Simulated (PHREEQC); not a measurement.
Synthetic water in mg/L, 50 °C, pH 8.57, pe 9.1:

```tsv
constituent	mg/L
Na	10.4
K	2.49
Ca	17.5
Mg	2.76
Cl	12.7
S(6) as SO4	43.9
Alkalinity as HCO3	22.8
Li	0.0169
Cu(2)	0.0241
```

Valence states are taken as typed.

All values are PHREEQC results (ion-association model, phreeqc.dat), not measurements.

This is a speciation only: nothing precipitates in the calculation.

Task: Order these Mg species by the share of Mg that they hold, largest first: MgHCO3+, MgCO3, Mg+2, MgSO4, MgOH+.

Result: Mg+2 (88 %), MgSO4 (10 %), MgOH+ (0.81 %), MgCO3 (0.73 %), MgHCO3+ (0.31 %)

The pH is 8.57 and the ionic strength 0.00248 mol/kgw. Away from 25 °C the constants follow the database's enthalpies or fits; those with neither stay at their 25 °C values. The database's constant for dissolved Cu(OH)2 is higher than later reviews accept.
